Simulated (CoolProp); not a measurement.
A single-stage vapour-compression cycle with R152A: evaporating at 257.15 K (dew point), condensing at 280.15 K (bubble point), superheat 5 K, subcooling 5 K, compressor efficiency 0.65, no pressure losses. Each further row changes one setting.

Values from CoolProp's reference Helmholtz-energy equation of state, Outcalt 1996. It is a modified Benedict-Webb-Rubin equation, recast in Helmholtz form.

| case | cooling COP | pressure ratio | discharge temperature (K) | refrigerating effect (kJ/kg) | volumetric capacity (kJ/m³) |
|---|---|---|---|---|---|
| as stated | 6.84 | 2.36 | 308.9 | 297 | 1350 |
| evaporating temperature 262.15 K | 9.06 | [?] | 303.2 | [?] | 1660 |
| condensing temperature 275.15 K | 8.90 | [?] | [?] | 306 | 1390 |
| subcooling 10 K | 7.04 | 2.36 | 308.9 | 306 | 1390 |
| superheat 15 K | [?] | 2.36 | 319.6 | [?] | 1340 |
| compressor efficiency 0.55 | 5.79 | 2.36 | 315.8 | 297 | 1350 |

Task: Fill in the missing entries.

Result: 
- evaporating temperature 262.15 K, pressure ratio: 1.93
- evaporating temperature 262.15 K, refrigerating effect (kJ/kg): 301
- condensing temperature 275.15 K, pressure ratio: 1.99
- condensing temperature 275.15 K, discharge temperature (K): 299.4
- superheat 15 K, cooling COP: 6.77
- superheat 15 K, refrigerating effect (kJ/kg): 308
